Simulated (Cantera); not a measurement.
An adiabatic, constant-pressure homogeneous reactor starts with 15.7 % CH₄, 2.51 % H₂, 17.1 % O₂, 64.7 % N₂, at 1100 K and 825 Torr.

Cantera simulation using GRI-Mech 3.0 (53 species, 325 reactions); the numbers are that mechanism's predictions, not measurements.

Task: Predict: time of steepest temperature rise; temperature at 1.00 s; equilibrium temperature; x(H₂) at 1.00 s; x(O₂) at 1.00 s; x(NO) at 1.00 s; x(CH₂O) at 1.00 s.

Result: 
```json
{
 "time_of_steepest_temperature_rise": "42.1 ms",
 "temperature at 1.00 s": "2261 K",
 "equilibrium_temperature": "2261 K",
 "x(H₂) at 1.00 s": "0.153 (gas-phase equilibrium 0.153)",
 "x(O₂) at 1.00 s": "2.16e-6 (gas-phase equilibrium 2.16e-6)",
 "x(NO) at 1.00 s": "3.94e-5 (gas-phase equilibrium 3.94e-5)",
 "x(CH₂O) at 1.00 s": "7.93e-9 (gas-phase equilibrium 7.93e-9)"
}
```
